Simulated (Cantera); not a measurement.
A perfectly stirred reactor is fed with 1.65 % C3H8, 20.7 % O2, 77.7 % N2, at 4.93 atm; it is adiabatic with a 625 K inlet, and is followed from long to short residence time, starting on the burning branch (τ in s: 0.04, 0.02, 0.01, 0.0051, 0.0025, 0.0013, 0.00064, 0.00032, 0.00016, 8e-05, 4e-05, 2e-05).

Cantera simulation using GRI-Mech 3.0 (53 species, 325 reactions); the numbers are that mechanism's predictions, not measurements. GRI-Mech 3.0 was tuned for natural gas; its chemistry of propane as a main component is partial and can be far from experiment.

x: mole fraction; the columns are a selection and need not sum to one.

```
τ (s)    T (K)      x C3H8   x O2     x CH2CO   x H2O        x NO     x C2H        x OH
-------  -----  ----------  -----  ----------  ------  ----------  --------  ----------
0.040     1570     2.61e-6  0.122     5.19e-6  0.0649     2.80e-6  1.63e-10    0.000239
0.020     1568     4.27e-6  0.122     8.32e-6  0.0648     2.75e-6  2.50e-10    0.000287
0.010     1564  (withheld)  0.122  (withheld)  0.0647  (withheld)  3.72e-10  (withheld)
0.0051    1558     1.12e-5  0.123     2.10e-5  0.0646     2.09e-6  5.26e-10    0.000401
0.0025    1547     1.90e-5  0.123     3.44e-5  0.0644     1.52e-6  7.20e-10    0.000458
0.0013    1529     3.25e-5  0.124     5.62e-5  0.0640     9.60e-7  8.93e-10    0.000488
0.00064   1482  (withheld)  0.127  (withheld)  0.0632  (withheld)  8.93e-10  (withheld)
0.00032    625      0.0165  0.207      <1e-12  <1e-12      <1e-12    <1e-12      <1e-12
0.00016    625      0.0165  0.207      <1e-12  <1e-12      <1e-12    <1e-12      <1e-12
8.0e-5     625      0.0165  0.207      <1e-12  <1e-12      <1e-12    <1e-12      <1e-12
4.0e-5     625      0.0165  0.207      <1e-12  <1e-12      <1e-12    <1e-12      <1e-12
2.0e-5     625      0.0165  0.207      <1e-12  <1e-12      <1e-12    <1e-12      <1e-12
```

Task: Fill in the missing entries.

Result: 
- 0.010, x C3H8: 6.97e-6
- 0.010, x CH2CO: 1.33e-5
- 0.010, x NO: 2.51e-6
- 0.010, x OH: 0.000343
- 0.00064, x C3H8: 7.65e-5
- 0.00064, x CH2CO: 0.000119
- 0.00064, x NO: 3.43e-7
- 0.00064, x OH: 0.000401
